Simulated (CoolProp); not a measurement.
The numbers come from the reference Helmholtz-energy equation of state, Lemmon 2006 in CoolProp. It is a short technical equation, of lower accuracy than the large ones.

Question: For carbonyl sulfide, give the phase and the cv (kJ/(kg K)) at 434.2 K and 0.0302 MPa; 434.2 K and 0.0573 MPa.

Answer: 
- 434.2 K and 0.0302 MPa: gas; cv 0.644
- 434.2 K and 0.0573 MPa: gas; cv 0.644
